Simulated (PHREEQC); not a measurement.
Make-up at 25 °C: 0.2 mol CuSO4, 0.018 mol HCl and 0.015 mol H3BO3 per kg of water. Closed to the air; pH follows from the charge balance.

The numbers come from PHREEQC with the ion-association model, phreeqc.dat.

### Question
The ionic strength comes out as 0.394 mol/kgw. What activity coefficients do CuCl+, H+, Cu+2, HSO4-, Cl- get?

### Answer
CuCl+ 0.67, H+ 0.77, Cu+2 0.27, HSO4- 0.73, Cl- 0.67.

No solid was allowed to form.
